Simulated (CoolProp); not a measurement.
Water along the isobar 10.8 MPa: density (kg/m³) from the reference equation and from simpler models built on Tc = 647.1 K, pc = 22.06 MPa, ω = 0.344; each cubic takes its own stable root.

Values from CoolProp's reference Helmholtz-energy equation of state, Wagner 2002.

```
T (K)   phase  reference  van der Waals  Redlich-Kwong  Soave-Redlich-Kwong
-----  ------  ---------  -------------  -------------  -------------------
343.6  liquid      982.2          479.5          707.7                731.4
366.8  liquid      967.7          469.6          690.8                716.8
390.1  liquid      950.7          459.1          672.7                700.9
413.3  liquid      931.6          448.0          653.5                683.6
436.6  liquid      910.1          436.0          632.8                664.5
459.9  liquid      886.2          423.1          610.4                643.6
483.1  liquid      859.9          409.0          586.1                620.4
506.4  liquid      830.2          393.1          559.2                594.3
529.6  liquid      796.8          374.7          529.1                564.7
```
